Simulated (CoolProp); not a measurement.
Model: reference Helmholtz-energy equation of state, Thol 2017, in CoolProp.

For decamethyltetrasiloxane (MD2M), give the phase and the density (kg/m³), speed of sound (m/s), fugacity coefficient at 369.4 K and 0.181 MPa.


- 369.4 K and 0.181 MPa: liquid; density 777, speed of sound 709, fugacity coefficient 0.0219
